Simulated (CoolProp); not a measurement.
Properties of the fluoroketone C6F12O (FK-5-1-12) along the isotherm 226.55 °C (Tc = 168.7 °C, pc = 1869 kPa, ω = 0.471).

Model: reference Helmholtz-energy equation of state, McLinden 2015, in CoolProp.

```json
[
 {"p (kPa)": "2.96", "phase": "gas", "density (kg/m³)": "0.2252", "cv (kJ/(kg K))": "1.038", "Joule-Thomson coefficient (K/MPa)": "5.548"},
 {"p (kPa)": "4.77", "phase": "gas", "density (kg/m³)": "0.3631", "cv (kJ/(kg K))": "1.038", "Joule-Thomson coefficient (K/MPa)": "5.549"},
 {"p (kPa)": "7.71", "phase": "gas", "density (kg/m³)": "0.5870", "cv (kJ/(kg K))": "1.038", "Joule-Thomson coefficient (K/MPa)": "5.552"},
 {"p (kPa)": "12.5", "phase": "gas", "density (kg/m³)": "0.9523", "cv (kJ/(kg K))": "1.038", "Joule-Thomson coefficient (K/MPa)": "5.555"},
 {"p (kPa)": "20.1", "phase": "gas", "density (kg/m³)": "1.533", "cv (kJ/(kg K))": "1.038", "Joule-Thomson coefficient (K/MPa)": "5.561"},
 {"p (kPa)": "32.5", "phase": "gas", "density (kg/m³)": "2.482", "cv (kJ/(kg K))": "1.038", "Joule-Thomson coefficient (K/MPa)": "5.571"},
 {"p (kPa)": "52.6", "phase": "gas", "density (kg/m³)": "4.026", "cv (kJ/(kg K))": "1.038", "Joule-Thomson coefficient (K/MPa)": "5.586"},
 {"p (kPa)": "84.9", "phase": "gas", "density (kg/m³)": "6.524", "cv (kJ/(kg K))": "1.039", "Joule-Thomson coefficient (K/MPa)": "5.612"},
 {"p (kPa)": "137", "phase": "gas", "density (kg/m³)": "10.59", "cv (kJ/(kg K))": "1.039", "Joule-Thomson coefficient (K/MPa)": "5.653"},
 {"p (kPa)": "222", "phase": "gas", "density (kg/m³)": "17.34", "cv (kJ/(kg K))": "1.040", "Joule-Thomson coefficient (K/MPa)": "5.724"},
 {"p (kPa)": "358", "phase": "gas", "density (kg/m³)": "28.45", "cv (kJ/(kg K))": "1.042", "Joule-Thomson coefficient (K/MPa)": "5.842"},
 {"p (kPa)": "578", "phase": "gas", "density (kg/m³)": "47.25", "cv (kJ/(kg K))": "1.044", "Joule-Thomson coefficient (K/MPa)": "6.050"},
 {"p (kPa)": "935", "phase": "gas", "density (kg/m³)": "80.27", "cv (kJ/(kg K))": "1.048", "Joule-Thomson coefficient (K/MPa)": "6.433"}
]
```
